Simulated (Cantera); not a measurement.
Feed: 1 mol TiO₂, 0.68 mol MgCl₂, 2.3 mol O₂, at 898 K and 195 Torr.

Equilibrium computed with Cantera from the NASA thermochemical tables; the gas is ideal and each condensed phase is pure. Candidate condensed phases: Mg, MgCl₂, MgO, MgTiO₃, MgTi₂O₅, Mg₂TiO₄, Ti, TiCl₂, TiCl₃, TiCl₄, TiO, TiO₂, Ti₂O₃, Ti₃O₅, Ti₄O₇; 20 gas species. Condensed phases not in the tables: TiOCl, alloys, solid solutions and most ternary compounds. Rates play no part.

Problem. What is the equilibrium state?

Solution. 
```json
{
  "x(O₂)": "0.742",
  "x(Cl₂)": "0.258",
  "x(Cl)": "7.09e-5",
  "x(ClO)": "2.63e-6",
  "n(MgTiO₃(s))": "0.360 mol",
  "n(MgTi₂O₅(s))": "0.320 mol",
  "gas_amount": "2.640 mol",
  "log10 activity of Mg₂TiO₄(s) (absent)": "-1.24",
  "log10 activity of TiCl₄(l) (absent)": "-10.93",
  "log10 activity of TiCl₃(s) (absent)": "-15.86"
}
```
